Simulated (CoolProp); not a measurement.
Properties of R236EA at several states.

Model: reference Helmholtz-energy equation of state, Rui 2013, in CoolProp.

| T (K) | p (bar) | phase | cp (kJ/(kg K)) | cv (kJ/(kg K)) | expansivity (1/kK) | viscosity (µPa s) | conductivity (mW/(m K)) |
|---|---|---|---|---|---|---|---|
| 268.5 | 0.113 | gas | 0.8031 | 0.7468 | 3.800 | 9.84 | 12.3 |
| 298.4 | 0.152 | gas | 0.8504 | 0.7943 | 3.413 | 11.0 | 14.4 |
| 284 | 4.34 | liquid | 1.238 | 0.8774 | 2.067 | 471 | 85.1 |
| 402.1 | 4.63 | gas | 1.027 | 0.9547 | 3.024 | 14.9 | 22.4 |
| 304.6 | 21.2 | liquid | 1.261 | 0.8949 | 2.260 | 364 | 78.6 |
| 298 | 0.265 | gas | 0.8520 | 0.7947 | 3.465 | 10.9 | 14.4 |

Viscosity comes from a separate model (Huber 2003), an estimate that may be off by 10 % or more. Thermal conductivity comes from a separate model (Huber 2003), an estimate that may be off by 10 % or more.
